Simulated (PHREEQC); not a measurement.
## Reverse-osmosis permeate (model solution)

A made-up water analysis in mg/L, 25 °C, pH 6.28, pe 9.7: Na 3.2; K 15.1; Ca 0.481; Mg 2.19; Cl 4.85; S(6) as SO4 3.83; Alkalinity as HCO3 30.8; Pb 0.0982.

Valence states are taken as typed.

Computed with PHREEQC (ion-association model, phreeqc.dat).

No solid was allowed to form.

Question: Predict the charge-balance error.

Answer: charge-balance error 0.6 %.

Question: In which forms is Pb present?

Answer: Pb+2 48 %, PbCO3 32 %, PbHCO3+ 17 %, PbOH+ 1.6 %, PbSO4 0.8 % of the Pb.

Complexes and solids missing from the database can't appear.
